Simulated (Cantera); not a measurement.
A freely propagating, adiabatic, planar premixed flame of 44.4 % H2, 11.7 % O2, 43.9 % N2, equivalence ratio 1.9, unburnt at 650 K and 6.30 bar; mixture-averaged transport, grid criteria slope 0.08 and curve 0.16, no radiation.

Model: the H2/O2 subset of GRI-Mech 3.0, which has no nitrogen chemistry, integrated in Cantera. The hydrogen kinetics of GRI-Mech 3.0 are dated; newer H2 mechanisms differ, most at raised pressure. Burning velocities carry a grid error of a few per cent, more on coarse grids.

Question: Predict: laminar burning velocity; thermal thickness; peak x(OH); peak x(HO2); peak x(O).

Answer: 
```
Quantity                      Value
------------------------  ---------
laminar burning velocity  1070 cm/s
thermal thickness         0.0438 mm
peak x(OH)                  0.00617
peak x(HO2)                0.000931
peak x(O)                   0.00300
```
